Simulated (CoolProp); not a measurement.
CF4 (R14) along the isobar 10.3 MPa: Z from the reference equation and from simpler models built on Tc = 227.4 K, pc = 3.762 MPa, ω = 0.178; each cubic takes its own stable root.

Computed with CoolProp (reference Helmholtz-energy equation of state, Platzer 1990). This equation is an older, rougher fit; its heat capacities, sound speeds and derivatives of the liquid may be far off and weren't checked against measurements.

```csv
T (K),phase,reference
151.1,liquid,0.4483
165.4,liquid,0.4284
179.6,liquid,0.4144
193.9,liquid,0.4060
208.2,liquid,0.4039
222.5,liquid,0.4096
236.8,supercritical,0.4268
251.1,supercritical,0.4627
265.4,supercritical,0.5242
279.7,supercritical,0.6019
293.9,supercritical,0.6755
308.2,supercritical,0.7374
322.5,supercritical,0.7875
```

### Question
How far does each simpler model (van der Waals, Peng-Robinson) lie from the reference over these 13 states: mean and median of the absolute difference, and the worst?

### Answer
- van der Waals: mean 25.7 %, median 28.7 %, worst +46.4 % at 151.1 K and 10.3 MPa
- Peng-Robinson: mean 4.4 %, median 2.6 %, worst -10.2 % at 151.1 K and 10.3 MPa
